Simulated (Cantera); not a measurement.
Low-pressure radical oxidation in H2/O2

An isothermal, constant-pressure homogeneous reactor starts with 7.81 % H₂, 83.1 % O₂, 9.14 % N₂, equivalence ratio 0.047, at 1150 K and 4.43 Torr.

Detailed kinetics in Cantera: GRI-Mech 3.0 (53 species, 325 reactions). Radical loss at walls, strong at low pressure, is not modelled. The temperature is held fixed by assumption; the heat of reaction is taken as removed at once.

```
t (s)         x H₂   x O₂     x NO₂       x H     x NO     x H₂O
--------  --------  -----  --------  --------  -------  --------
0.000300    0.0781  0.831    <1e-12   2.47e-9   <1e-12   1.54e-9
0.000675    0.0781  0.831    <1e-12   1.01e-8   <1e-12   1.51e-8
0.00152     0.0781  0.831    <1e-12   1.62e-7   <1e-12   3.55e-7
0.00342     0.0778  0.830    <1e-12   7.33e-5   <1e-12  0.000167
0.00770    0.00381  0.780    <1e-12    0.0216  5.92e-9    0.0610
0.0173     0.00183  0.780    <1e-12    0.0170  3.48e-8    0.0661
0.0390     0.00156  0.787  1.02e-12    0.0130  8.23e-8    0.0691
0.0877     0.00109  0.800  2.28e-12   0.00716  1.36e-7    0.0736
0.197     0.000517  0.813  5.19e-12   0.00223  1.68e-7    0.0779
0.444     0.000152  0.820  1.43e-11  0.000349  1.76e-7    0.0802
1.00       3.36e-5  0.823  3.93e-11   3.61e-5  1.77e-7    0.0809
```
x: mole fraction; the columns are a selection and need not sum to one.

Equilibrium at this temperature and pressure: H₂ 5.04e-9, O₂ 0.824, NO₂ 2.99e-7, H 6.94e-11, NO 9.08e-5, H₂O 0.0812 (gas phase only).
